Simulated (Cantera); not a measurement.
Charge: 1 mol CO2, 0.62 mol O2, 15 mol H2, equilibrated at 400 °C and 0.100 bar.

Equilibrium computed with Cantera from the NASA thermochemical tables; the gas is ideal and each condensed phase is pure. Candidate condensed phases: C, C6H6, C7H8, C8H18, H2O; 110 gas species. Kinetics and transport are ignored.

Base state: H2 0.701, H2O 0.228, CH4 0.0698, CO2 0.00112, CO 0.000282 (mole fractions); condensed: gas only.

What changes in the equilibrium state with this change: H2 from 15 to 0.47 mol?


```csv
species,before,after
CO2,0.00112,0.539
H2O,0.228,0.253
O2,<1e-9,0.208
H2,0.701,<1e-9
CH4,0.0698,<1e-9
CO,0.000282,<1e-9
```

What changes in the equilibrium state with this change: O2 from 0.62 to 0.024 mol?


```json
[
 {"species": "H2", "before": "0.701", "after": "0.783"},
 {"species": "H2O", "before": "0.228", "after": "0.145"},
 {"species": "CH4", "before": "0.0698", "after": "0.0709"},
 {"species": "CO2", "before": "0.00112", "after": "0.000296"},
 {"species": "CO", "before": "0.000282", "after": "0.000131"}
]
```
